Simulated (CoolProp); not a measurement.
CH2F2 (R32) along the isotherm 435 K: density (kg/m³) from the reference equation and from simpler models built on Tc = 351.3 K, pc = 57.83 bar, ω = 0.277; each cubic takes its own stable root.

Computed with CoolProp (reference Helmholtz-energy equation of state, Tillner-Roth 1997).

```tsv
p (bar)	phase	reference	van der Waals	Redlich-Kwong
26.3	gas	41.22	41.29	41.31
52.6	gas	90.85	92.14	91.41
78.9	supercritical	151.8	159.2	153.6
105	supercritical	226.0	247.2	228.6
131	supercritical	311.3	326.9	307.2
158	supercritical	400.5	379.6	377.3
184	supercritical	475.2	413.6	429.9
210	supercritical	535.4	439.0	471.5
237	supercritical	585.4	459.7	506.7
263	supercritical	624.6	476.3	535.0
289	supercritical	657.3	490.4	559.4
```
